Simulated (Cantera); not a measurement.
A closed system holds: 1 mol SiCl4, 4.4 mol NH3, 4.4 mol N2, held at 330 Pa.

These are equilibrium values from Cantera (NASA tables, ideal gas, pure condensed phases), not measurements of a reactor. Candidate condensed phases: NH4Cl, Si, Si3N4; 28 gas species. The tables' values for SiCl, SiCl3, SiN are old estimates; treat these amounts as uncertain. Gases not in the tables: Si2H6 and higher silanes. Rates play no part.

x: gas mole fraction; n: condensed amount in mol.

```
T (K)   x N2   x H2       x HCl     x SiCl2         x H        x Si        x Cl  n Si3N4(s)
-----  -----  -----  ----------  ----------  ----------  ----------  ----------  ----------
1423   0.417  0.334       0.230      0.0173     6.68e-5     1.69e-8     3.76e-5       0.237
1473   0.421  0.342  (withheld)  (withheld)  (withheld)  (withheld)  (withheld)  (withheld)
1523   0.426  0.352       0.179      0.0416    0.000239     7.68e-7     9.72e-5       0.117
1573   0.431  0.362       0.151      0.0549    0.000426     4.30e-6    0.000141      0.0499
1623   0.434  0.369       0.130      0.0647    0.000730     1.90e-5    0.000204           0
1673   0.434  0.368       0.131      0.0648     0.00120     4.91e-5    0.000333           0
1723   0.434  0.367       0.131      0.0648     0.00192    0.000120    0.000531           0
1773   0.433  0.366       0.131      0.0645     0.00300    0.000277    0.000824           0
1823   0.433  0.365       0.131      0.0639     0.00455    0.000604     0.00125           0
1873   0.432  0.362       0.132      0.0629     0.00676     0.00124     0.00187           0
1923   0.430  0.358       0.134      0.0610  (withheld)  (withheld)  (withheld)           0
1973   0.428  0.353       0.136      0.0582      0.0140     0.00427     0.00403           0
2023   0.425  0.345       0.140      0.0543      0.0194     0.00704     0.00586           0
```

Problem. Complete the blanks.

Solution. 
- 1923, x H: 0.00982
- 1923, x Si: 0.00239
- 1923, x Cl: 0.00276
- 1473, x HCl: 0.206
- 1473, x SiCl2: 0.0286
- 1473, x H: 0.000129
- 1473, x Si: 1.22e-7
- 1473, x Cl: 6.28e-5
- 1473, n Si3N4(s): 0.182
